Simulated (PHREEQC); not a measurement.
0.036 g of hydrous ferric oxide (600 m²/g; 0.2 weak and 0.005 strong sites per Fe, Dzombak-Morel constants, diffuse double layer) in 1 kg of water with 0.001 mol/kgw of an inert sodium salt and 0.005 mmol/kgw BaCl2, 0.011 mmol/kgw NaF and 0.0017 mmol/kgw CuCl2, at 25 °C; the pH is set by adding NaOH or the inert anion's acid. Oxygen alone is held at its pressure in air (log pO2 = -0.68). No CO2 enters from the air. Nothing may precipitate in this run.

The series has 17 steps of pH, from 4 to 10.

The numbers come from PHREEQC with the ion-association model, wateq4f.dat.

Problem. Near which pH is half of the Ba sorbed, and on which side is more sorbed?

Solution. Near pH 9.5, with more sorbed at higher pH.

Problem. Near which pH is half of the F sorbed, and on which side is more sorbed?

Solution. Near pH 5.2, with more sorbed at lower pH.

Problem. Near which pH is half of the Cu sorbed, and on which side is more sorbed?

Solution. Near pH 5.5, with more sorbed at higher pH.

Species that the database lacks are ignored. The database's constant for dissolved Cu(OH)2 is higher than later reviews accept.
